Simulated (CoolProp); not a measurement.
Vapour pressure (MPa) of trans-2-butene: the reference equation beside estimates from Tc = 428.6 K, pc = 4.019 MPa, ω = 0.210. Clausius-Clapeyron is anchored at 307.2 K with a constant enthalpy of vaporisation of 20.85 kJ/mol.

The numbers come from the reference Helmholtz-energy equation of state, Lemmon 2005 in CoolProp. It is a short technical equation, of lower accuracy than the large ones.

```
T (K)  reference  Lee-Kesler  Clausius-Clapeyron  van der Waals  Redlich-Kwong  Soave-Redlich-Kwong  Peng-Robinson
-----  ---------  ----------  ------------------  -------------  -------------  -------------------  -------------
295.7     0.2165      0.2156              0.2247         0.7478         0.3105               0.2155         0.2152
307.2     0.3086      0.3089              0.3086         0.9079         0.4276               0.3088         0.3071
318.7     0.4278      0.4298                 [?]            [?]         0.5734               0.4301         0.4265
330.3        [?]      0.5842              0.5463          1.293         0.7529               0.5857         0.5795
341.8     0.7677      0.7742              0.7053          1.518         0.9663               0.7780         0.7687
353.3     0.9971       1.006              0.8956          1.767          1.218                1.014          1.001
364.8      1.274       1.285               1.120          2.039          1.511                  [?]          1.282
376.4        [?]       1.619               1.385          2.340          1.852                1.639          1.620
387.9      1.997       2.012               1.687          2.663          2.238                2.038          2.017
399.4      2.456         [?]               2.032          3.012          2.673                2.502          2.482
```

Question: Fill in the missing entries.

Answer: 
- 318.7, Clausius-Clapeyron: 0.4144
- 318.7, van der Waals: 1.089
- 330.3, reference: 0.5801
- 364.8, Soave-Redlich-Kwong: 1.298
- 376.4, reference: 1.607
- 399.4, Lee-Kesler: 2.472

Absolute difference from the reference over all 10 rows, mean and median: Lee-Kesler 0.6 and 0.7 %, Clausius-Clapeyron 9.0 and 9.2 %, van der Waals 105.4 and 87.5 %, Redlich-Kwong 24.9 and 24.0 %, Soave-Redlich-Kwong 1.3 and 1.5 %, Peng-Robinson 0.6 and 0.5 %.
